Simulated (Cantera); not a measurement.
A Cantera script and its output.

```python
import numpy as np
import cantera as ct

surf = ct.Interface("diamond.yaml", "diamond_100")
gas, bulk = surf.adjacent["gas"], surf.adjacent["diamond"]
k = surf.kinetics_species_index(bulk.species_names[0])
cover = ["c6HH", "c6H*", "c6*H", "c6**", "c6HM", "c6B"]

rows, drift = [], 0.0
print(f"{'xH':>10s}{'um/h':>11s}" + "".join(f"{s:>11s}" for s in cover))
for v in [0.0001, 0.00022, 0.00047, 0.001, 0.0023, 0.0049, 0.011, 0.023, 0.051]:
    T, P, xH, xCH3 = 1400, 5900, v, 0.00013
    gas.TPX = T, P, {"H": xH, "CH3": xCH3, "CH4": 0.0033, "H2": 1 - xH - xCH3 - 0.0033}
    surf.TP = bulk.TP = T, P
    surf.coverages = "c6H*:0.1, c6HH:0.9"
    surf.advance_coverages(100.0)
    before = surf.coverages
    surf.advance_coverages(100.0)
    drift = max(drift, np.max(np.abs(surf.coverages - before) / (surf.coverages + 1e-9)))
    rate = surf.net_production_rates[k] * bulk.mean_molecular_weight / bulk.density * 3.6e9
    rows.append([rate, *surf[cover].coverages])
    print(f"{v:10.4g}{rate:11.4e}" + "".join(f"{x:11.3e}" for x in rows[-1][1:]))
```

It prints:

```
        xH       um/h       c6HH       c6H*       c6*H       c6**       c6HM        c6B
    0.0001 7.4617e-03  7.124e-01  2.801e-02  2.564e-01  3.127e-03  1.722e-05  2.025e-11
   0.00022 4.2204e-02  5.837e-01  4.011e-02  3.671e-01  8.780e-03  2.509e-05  1.145e-10
   0.00047 1.6555e-01  4.788e-01  4.942e-02  4.523e-01  1.891e-02  3.245e-05  4.492e-10
     0.001 4.6202e-01  4.079e-01  5.506e-02  5.039e-01  3.242e-02  3.980e-05  1.254e-09
    0.0023 9.8778e-01  3.635e-01  5.803e-02  5.309e-01  4.694e-02  4.817e-05  2.680e-09
    0.0049 1.5190e+00  3.427e-01  5.917e-02  5.410e-01  5.654e-02  5.445e-05  4.122e-09
     0.011 2.0768e+00  3.319e-01  5.972e-02  5.454e-01  6.266e-02  5.813e-05  5.636e-09
     0.023 2.6791e+00  3.271e-01  6.005e-02  5.470e-01  6.563e-02  5.831e-05  7.270e-09
     0.051 3.6644e+00  3.247e-01  6.046e-02  5.474e-01  6.731e-02  5.483e-05  9.944e-09
```

Model: the Harris–Goodwin 1993 mechanism for the reconstructed diamond (100) surface, integrated in Cantera.
